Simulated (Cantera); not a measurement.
What does this Cantera script print?

```python
import numpy as np
import cantera as ct

gas_names = """
    C CH CH2 CH3 CH2OH CH3O CH4 CH3OH CO CO2 COOH C2 C2H CHCO,ketyl C2H2,acetylene C2H2,vinylidene
    CH2CO,ketene C2H3,vinyl CH3CO,acetyl C2H4 C2H4O,ethylen CH3CHO,ethanal CH3COOH (HCOOH)2 C2H5 C2H6
    CH3OCH3 C2H5OH C2O C3 C3H3,propargyl C3H4,allene C3H4,propyne C3H4,cyclo- C3H5,allyl C3H6,propylene
    C3H6,cyclo- C3H6O C3H7,n-propyl C3H7,i-propyl C3H8 C3H8O,1propanol C3H8O,2propanol C3O2 C4 C4H2
    C4H4,1,3-cyclo- C4H6,butadiene C4H6,2-butyne C4H6,cyclo- C4H8,1-butene C4H8,cis2-buten
    C4H8,tr2-butene C4H8,isobutene C4H8,cyclo- (CH3COOH)2 C4H9,n-butyl C4H9,i-butyl C4H9,s-butyl
    C4H9,t-butyl C4H10,isobutane C4H10,n-butane C5 C5H6,1,3cyclo- C5H8,cyclo- C5H10,1-pentene
    C5H10,cyclo- C5H11,pentyl C5H11,t-pentyl C5H12,n-pentane C5H12,i-pentane CH3C(CH3)2CH3 C6H2
    C6H5,phenyl C6H5O,phenoxy C6H6 C6H5OH,phenol C6H10,cyclo- C6H12,1-hexene C6H12,cyclo- C6H13,n-hexyl
    C7H7,benzyl C7H8 C7H8O,cresol C7H14,1-heptene C7H15,n-heptyl C7H16,n-heptane C8H8,styrene
    C8H10,ethylbenz C8H16,1-octene C8H17,n-octyl C8H18,isooctane C8H18,n-octane C9H19,n-nonyl
    C10H8,naphthale C10H21,n-decyl C12H9,o-bipheny C12H10,bipheny H HCO HO2 H2 HCHO,formaldehy HCOOH H2O
    H2O2 O OH O2 O3 Pb PbO Pb2
""".split()
cond_names = """
    C(gr) C6H6(L) C7H8(L) C8H18(L),n-octa H2O(s) H2O(L) Pb(cr) Pb(L) PbO(rd) PbO(yw) PbO(L) PbO2(s)
    Pb3O4(s)
""".split()


def load(file, names, dense=False):
    # The tables refer to 1 bar. Condensed volumes are neglected.
    table = {s.name: s for s in ct.Species.list_from_file(file)}
    out = []
    for n in names:
        d = dict(table[n].input_data)
        d["thermo"] = dict(d["thermo"], **{"reference-pressure": 1e5})
        if dense:
            d["equation-of-state"] = {"model": "constant-volume", "density": "1e6 g/cm^3"}
        out.append(ct.Species.from_dict(d))
    return out


gas = ct.Solution(thermo="ideal-gas", species=load("nasa_gas.yaml", gas_names))
cond = {s.name: ct.Solution(thermo="fixed-stoichiometry", species=[s], name=s.name)
        for s in load("nasa_condensed.yaml", cond_names, dense=True)}
atoms = {
    'Pb': {'Pb': 1},
    'CO': {'C': 1, 'O': 1},
    'H2': {'H': 2},
}
top_T = {'C(gr)': 4500, 'Pb3O4(s)': 820}  # K; cautious upper limits of use, not melting points


def equilibrate(T, P, feed):
    n = {}
    for name, mol in feed.items():
        for a, k in atoms[name].items():
            n[a] = n.get(a, 0.0) + k * mol
    gas.TPX = T, P, n
    mass = sum(n.values()) * gas.mean_molecular_weight
    gas.equilibrate("TP")
    valid = [c for c in cond.values() if c.min_temp <= T <= top_T.get(c.name, c.max_temp)]
    mix = ct.Mixture([(gas, mass / gas.mean_molecular_weight)] + [(c, 0.0) for c in valid])
    mix.T, mix.P = T, P
    mix.equilibrate("TP", solver="gibbs", rtol=1e-10, max_steps=50000)
    return mix


results = []
T = 975  # K
P = 1000  # Pa
for m in [0.25, 0.34, 0.47, 0.66, 0.91, 1.3, 1.7, 2.4, 3.3, 4.6, 6.4, 8.8, 12]:
    feed = {'Pb': 1, 'CO': 3.5, 'H2': m}  # mol
    mix = equilibrate(T, P, feed)
    results.append((T, P, feed, dict(zip(mix.species_names, mix.species_moles))))

top = {s: max(r[3][s] / sum(r[3][g] for g in gas_names) for r in results) for s in gas_names}
cols = sorted((s for s in top if top[s] > 0.001), key=lambda s: -top[s])[:5]
seen = [c for c in cond_names if any(r[3].get(c, 0) > 1e-12 for r in results)]
print("log10 of partial pressures in bar; condensed amounts in mol")
print(f"{'n(H2)':>10s}" + "".join(f"{s[:9]:>10s}" for s in cols + seen))
for T, P, feed, n in results:
    ng = sum(n[g] for g in gas_names)
    print(f"{feed['H2']:10.4g}" + "".join(f"{np.log10(max(n[s] / ng * P / 1e5, 1e-99)):10.3f}" for s in cols)
          + "".join(f"{n.get(c, 0):10.4g}" for c in seen))
```

Result:

```
log10 of partial pressures in bar; condensed amounts in mol
     n(H2)        CO        H2       CO2       H2O     C(gr)     Pb(L)
      0.25    -2.034    -3.175    -4.086    -5.431   0.03186    0.9966
      0.34    -2.045    -3.052    -4.107    -5.318   0.03159    0.9965
      0.47    -2.059    -2.926    -4.136    -5.206   0.03121    0.9964
      0.66    -2.079    -2.799    -4.176    -5.100   0.03068    0.9962
      0.91    -2.105    -2.685    -4.227    -5.011   0.03002     0.996
       1.3    -2.142    -2.567    -4.301    -4.930   0.02907    0.9956
       1.7    -2.176    -2.486    -4.370    -4.883   0.02816    0.9953
       2.4    -2.231    -2.391    -4.479    -4.843    0.0267    0.9946
       3.3    -2.292    -2.314    -4.602    -4.828     0.025    0.9938
       4.6    -2.368    -2.246    -4.754    -4.836   0.02276    0.9926
       6.4    -2.455    -2.190    -4.928    -4.867   0.01992    0.9909
       8.8    -2.549    -2.146    -5.116    -4.917   0.01641    0.9887
        12    -2.650    -2.112    -5.317    -4.983   0.01196    0.9858
```

Cantera equilibrium calculation (NASA polynomials, part measured and part estimated; ideal gas, pure solids and liquids).
